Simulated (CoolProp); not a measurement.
A simple Rankine cycle with fluoroethane (R161): condensing at 300.15 K, boiler at 4.15 MPa, turbine inlet 405.2 K, turbine efficiency 0.65, pump efficiency 0.8, no recuperator. Each further row changes one setting.

Model: reference Helmholtz-energy equation of state, Wu 2012, in CoolProp.

```csv
case,thermal efficiency (%),net work (kJ/kg),heat in (kJ/kg),turbine exit temperature (K),volume ratio over the turbine
as stated,9.6,42.4,443,341.5,4.37
turbine inlet 425.2 K,9.8,47.6,485,365.3,(withheld)
condensing temperature 292.15 K,10.7,(withheld),(withheld),333.9,5.42
boiler pressure 2.91 MPa,7.8,36.6,468,361.7,2.96
turbine efficiency 0.55,7.9,(withheld),443,346.3,4.46
```

Question: Some entries are withheld; supply them.

Answer: 
- turbine inlet 425.2 K, volume ratio over the turbine: 4.27
- condensing temperature 292.15 K, net work (kJ/kg): 49.2
- condensing temperature 292.15 K, heat in (kJ/kg): 461
- turbine efficiency 0.55, net work (kJ/kg): 35.0
